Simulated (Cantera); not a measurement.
A closed system holds: 1 mol SiHCl₃, 4.5 mol H₂, equilibrated at 948.15 K.

Cantera equilibrium calculation (NASA polynomials, part measured and part estimated; ideal gas, pure solids and liquids). Candidate condensed phases: Si; 19 gas species. The numbers say what is thermodynamically allowed, not how fast it happens.

### Question
What share of the Si ends up in condensed phases as a function of P (Pa), at 100, 350, 1300, 4500, 16000, 56000, 200000?

### Answer
| P (Pa) | Si condensed (%) | as |
|---|---|---|
| 100 | 28.0 | Si(s) |
| 350 | 26.4 | Si(s) |
| 1300 | 24.7 | Si(s) |
| 4500 | 23.0 | Si(s) |
| 16000 | 21.1 | Si(s) |
| 56000 | 18.9 | Si(s) |
| 200000 | 16.4 | Si(s) |
